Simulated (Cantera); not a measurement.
Charge: 1 mol AlN, 75 mol H2, 12 mol N2, at 13.3 mbar.

Method: chemical equilibrium by Gibbs-energy minimisation in Cantera with the NASA 1993 tables (ideal gas, pure condensed phases). Candidate condensed phases: Al, AlN; 13 gas species. Kinetics and transport are ignored.

log p: log10 of the partial pressure in bar; n: condensed amount in mol.

| T (°C) | log p H2 | log p N2 | log p H | log p Al | log p AlH | n AlN(s) |
|---|---|---|---|---|---|---|
| 852 | -1.94 | -2.74 | -8.32 | <-13 | <-13 | 1.00 |
| 952 | -1.94 | -2.74 | -7.48 | -13.83 | <-13 | 1.00 |
| 1052 | -1.94 | -2.74 | -6.76 | -11.78 | -12.33 | 1.00 |
| 1152 | -1.94 | -2.74 | [?] | [?] | [?] | 1.000 |
| 1252 | -1.94 | -2.74 | -5.60 | -8.48 | -9.41 | 1.000 |
| 1352 | -1.94 | -2.74 | [?] | [?] | [?] | 0.999 |
| 1452 | -1.94 | -2.74 | -4.70 | -5.95 | -7.17 | 0.992 |
| 1552 | -1.94 | -2.74 | -4.33 | -4.90 | -6.24 | 0.914 |
| 1652 | -1.95 | -2.73 | -3.99 | -3.97 | -5.42 | 0.256 |
| 1752 | -1.95 | -2.73 | -3.69 | -3.84 | -5.39 | 0 |

**Question.** What belongs in the gaps?

**Answer.** 
- 1152, log p H: -6.14
- 1152, log p Al: -10.01
- 1152, log p AlH: -10.76
- 1352, log p H: -5.12
- 1352, log p Al: -7.14
- 1352, log p AlH: -8.22
